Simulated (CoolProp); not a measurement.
Properties of R22 along the isotherm -13.85 °C.

Computed with CoolProp (reference Helmholtz-energy equation of state, Kamei 1995).

| p (kPa) | phase | cp (kJ/(kg K)) | viscosity (µPa s) | Prandtl number | fugacity coefficient |
|---|---|---|---|---|---|
| 7.89 | gas | 0.6045 | 12.0 | ___ | 0.9982 |
| 15 | gas | 0.6060 | 12.0 | 0.796 | 0.9965 |
| 28.4 | gas | 0.6089 | 12.0 | 0.800 | 0.9934 |
| 53.8 | gas | 0.6144 | 12.0 | 0.806 | 0.9876 |
| 102 | gas | 0.6255 | 12.0 | 0.819 | 0.9765 |
| 193 | gas | ___ | 12.0 | 0.846 | 0.9555 |
| 366 | liquid | 1.135 | 203 | 2.26 | 0.7852 |
| 694 | liquid | 1.134 | 203 | 2.26 | 0.4182 |
| 1320 | liquid | 1.131 | ___ | 2.27 | 0.2241 |
| 2500 | liquid | 1.126 | 208 | ___ | 0.1226 |

Q: Some entries are withheld; supply them.

A: 
- 7.89, Prandtl number: 0.795
- 193, cp (kJ/(kg K)): 0.6489
- 1320, viscosity (µPa s): 205
- 2500, Prandtl number: 2.28

Viscosity comes from a separate model (Bell 2016), an estimate that may be off by 10 % or more. Thermal conductivity comes from a separate model (McLinden 2000), an estimate that may be off by 10 % or more.
